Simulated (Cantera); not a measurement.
An isothermal, constant-pressure homogeneous reactor starts with NO : N2 = 1 : 1.2 (molar parts), at 1900 K and 0.360 bar. Integrator tolerance rtol = 1e-08.

Detailed kinetics in Cantera: GRI-Mech 3.0 (53 species, 325 reactions).

Question: What does this change do: pressure from 0.360 bar to 0.210 bar?

Answer: 
```tsv
quantity	before	after
x(NO) at 2.00 s	0.299 (gas-phase equilibrium 0.00588)	0.348 (gas-phase equilibrium 0.00588)
x(NO2) at 2.00 s	0.000227 (gas-phase equilibrium 7.49e-6)	0.000168 (gas-phase equilibrium 5.72e-6)
x(O2) at 2.00 s	0.0774 (gas-phase equilibrium 0.224)	0.0529 (gas-phase equilibrium 0.224)
x(N2) at 2.00 s	0.623 (gas-phase equilibrium 0.770)	0.598 (gas-phase equilibrium 0.770)
x(N2O) at 2.00 s	3.61e-5 (gas-phase equilibrium 1.98e-7)	4.81e-5 (gas-phase equilibrium 1.51e-7)
```

Question: What does this change do: temperature 1900 to 2123 K?

Answer: 
| quantity | before | after |
|---|---|---|
| x(NO) at 2.00 s | 0.299 (gas-phase equilibrium 0.00588) | 0.0216 (gas-phase equilibrium 0.0107) |
| x(NO2) at 2.00 s | 0.000227 (gas-phase equilibrium 7.49e-6) | 1.86e-5 (gas-phase equilibrium 9.35e-6) |
| x(O2) at 2.00 s | 0.0774 (gas-phase equilibrium 0.224) | 0.216 (gas-phase equilibrium 0.221) |
| x(N2) at 2.00 s | 0.623 (gas-phase equilibrium 0.770) | 0.761 (gas-phase equilibrium 0.767) |
| x(N2O) at 2.00 s | 3.61e-5 (gas-phase equilibrium 1.98e-7) | 4.86e-7 (gas-phase equilibrium 3.54e-7) |

Question: What does this change do: N2 1.2 to 0.49 parts?

Answer: 
```csv
quantity,before,after
x(NO) at 2.00 s,0.299 (gas-phase equilibrium 0.00588),0.380 (gas-phase equilibrium 0.00663)
x(NO2) at 2.00 s,0.000227 (gas-phase equilibrium 7.49e-6),0.000391 (gas-phase equilibrium 1.03e-5)
x(O2) at 2.00 s,0.0774 (gas-phase equilibrium 0.224),0.145 (gas-phase equilibrium 0.332)
x(N2) at 2.00 s,0.623 (gas-phase equilibrium 0.770),0.474 (gas-phase equilibrium 0.661)
x(N2O) at 2.00 s,3.61e-5 (gas-phase equilibrium 1.98e-7),5.64e-5 (gas-phase equilibrium 2.07e-7)
```
